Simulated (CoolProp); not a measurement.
A simple Rankine cycle with chloromethane (R40): condensing at 297.15 K, boiler at 3.11 MPa, turbine inlet 375.9 K, turbine efficiency 0.8, pump efficiency 0.8, no recuperator. Each further row changes one setting.

Model: reference Helmholtz-energy equation of state, Thol 2014, in CoolProp.

| case | thermal efficiency (%) | net work (kJ/kg) | heat in (kJ/kg) | turbine exit temperature (K) | volume ratio over the turbine |
|---|---|---|---|---|---|
| as stated | 13.4 | 52.6 | 393 | 297.1 | 5.09 |
| turbine inlet 395.9 K | … | … | 425 | 297.1 | 4.75 |
| condensing temperature 289.15 K | … | 59.8 | 406 | 289.2 | 6.36 |
| boiler pressure 2.18 MPa | 11.3 | 47.4 | 419 | 297.1 | 3.36 |
| turbine efficiency 0.7 | 11.6 | 45.6 | 393 | 297.1 | 5.20 |

Task: What belongs in the gaps?

Result: 
- turbine inlet 395.9 K, thermal efficiency (%): 13.7
- turbine inlet 395.9 K, net work (kJ/kg): 58.3
- condensing temperature 289.15 K, thermal efficiency (%): 14.7

The expansion ends wet for: as stated; turbine inlet 395.9 K; condensing temperature 289.15 K; boiler pressure 2.18 MPa; turbine efficiency 0.7.
